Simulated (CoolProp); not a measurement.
C2F6 (R116) at 298.15 K and 0.125 MPa is compressed adiabatically to 0.397 MPa with isentropic efficiency 0.6. Each further row changes one setting.

Computed with CoolProp (reference Helmholtz-energy equation of state, Lemmon 2006). It is a short technical equation, of lower accuracy than the large ones.

| case | work (kJ/kg) | final temperature (K) | final density (kg/m³) |
|---|---|---|---|
| as stated | [?] | 343.6 | [?] |
| efficiency 1 | 21.3 | 326.7 | [?] |
| efficiency 0.65 | [?] | [?] | 19.9 |

### Question
Fill in the missing entries.

### Answer

- as stated, work (kJ/kg): 35.5
- as stated, final density (kg/m³): 19.7
- efficiency 1, final density (kg/m³): 20.8
- efficiency 0.65, work (kJ/kg): 32.8
- efficiency 0.65, final temperature (K): 340.4
